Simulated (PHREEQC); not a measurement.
**Spent oxide etchant (model solution)**

Consider water at 25 °C with 3.4 mmol/kgw HF, 0.68 mmol/kgw H2SiF6, 1.9 mmol/kgw H3AsO4 and 140 mmol/kgw HNO3. Closed to the air; pH follows from the charge balance.

Computed with PHREEQC (ion-association model, wateq4f.dat).

Each row changes one thing in this solution. No solid was allowed to form.

```tsv
case	pH	HF (mol/kgw)	H2F2 (mol/kgw)	F- (mol/kgw)	HF2- (mol/kgw)
as made	0.94	0.00534	7.68e-5	4.38e-5	9.28e-7
HF from 0.0034 to 0.0068 mol/kgw	0.94	0.00713	0.000137	5.84e-5	___
HF from 0.0034 to 0.0051 mol/kgw	0.94	0.00615	0.000102	___	1.23e-6
temperature from 25 to 90 °C	0.96	0.00744	___	1.79e-5	5.68e-7
diluted 2-fold with water	1.23	0.00336	3.00e-5	4.91e-5	6.44e-7
HNO3 from 0.14 to 0.126 mol/kgw	___	0.00528	___	4.71e-5	9.83e-7
H3AsO4 left out	0.94	0.00534	7.68e-5	4.39e-5	9.29e-7
H2SiF6 replaced by NaBF4 at the same molality	0.95	0.00515	7.12e-5	4.25e-5	8.67e-7
```

Problem. Complete the blanks.

Solution. 
- HF from 0.0034 to 0.0068 mol/kgw, HF2- (mol/kgw): 1.65e-6
- HF from 0.0034 to 0.0051 mol/kgw, F- (mol/kgw): 5.04e-5
- temperature from 25 to 90 °C, H2F2 (mol/kgw): 1.11e-5
- HNO3 from 0.14 to 0.126 mol/kgw, pH: 0.98
- HNO3 from 0.14 to 0.126 mol/kgw, H2F2 (mol/kgw): 7.47e-5

Species that the database lacks are ignored. Some of these states are supersaturated (in Quartz (slow to form), Chalcedony (slow to form), for instance). Constants without temperature data keep their 25 °C values here. Real BF4- forms and hydrolyses slowly; the run takes it at equilibrium.
